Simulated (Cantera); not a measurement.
A perfectly stirred reactor is fed with H2 : O2 : N2 = 0.045 : 1 : 0.77 (molar parts), equivalence ratio 0.022, at 9.00 Torr; it is held at 1275 K, and followed from long to short residence time.

Cantera simulation using the H2/O2 subset of GRI-Mech 3.0, which has no nitrogen chemistry; the numbers are that mechanism's predictions, not measurements. Radical loss at walls, strong at low pressure, is not modelled.

x: mole fraction; the columns are a selection and need not sum to one.

| τ (s) | x H2 | x O2 | x H | x H2O2 | x HO2 |
|---|---|---|---|---|---|
| 7.4 | 3.77e-5 | 0.544 | 5.09e-5 | [?] | 3.43e-7 |
| 1.8 | 8.85e-5 | 0.543 | 0.000192 | [?] | 5.58e-7 |
| 0.45 | 0.000194 | 0.540 | 0.000622 | [?] | 7.98e-7 |
| 0.11 | 0.000397 | 0.536 | 0.00156 | [?] | 1.01e-6 |
| 0.028 | 0.000805 | 0.533 | 0.00266 | [?] | 1.16e-6 |
| 0.0068 | 0.00204 | 0.533 | 0.00353 | [?] | 1.28e-6 |
| 0.0017 | 0.00594 | 0.536 | 0.00368 | [?] | 1.35e-6 |

Complete the blanks.


- 7.4, x H2O2: 1.64e-8
- 1.8, x H2O2: 2.30e-8
- 0.45, x H2O2: 2.89e-8
- 0.11, x H2O2: 3.35e-8
- 0.028, x H2O2: 3.91e-8
- 0.0068, x H2O2: 5.32e-8
- 0.0017, x H2O2: 7.50e-8
